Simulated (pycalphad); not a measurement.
Source of the numbers: pycalphad with the COST 507 light-alloy database (1999); pressure 1 atm. These are 1990s assessments: newer ones move some temperatures and phases. Amounts are mole fractions of atoms. Diffusion is slow at the low end, where real alloys seldom reach equilibrium.

Question: Give the equilibrium state of Si-27C (at.%) at 2350 K.

Answer: CSI, fraction 0.535, with 50.0 C at.%; liquid, fraction 0.465, with 0.53 C at.%.

Question: Give the equilibrium state of Si-27C (at.%) at 850 K.

Answer: CSI, fraction 0.540, with 50.0 C at.%; diamond (Si), fraction 0.460, with <0.01 C at.%.

Database names, with the compositions (at.%) that they take in these runs: CSI: Si 50 C 50.
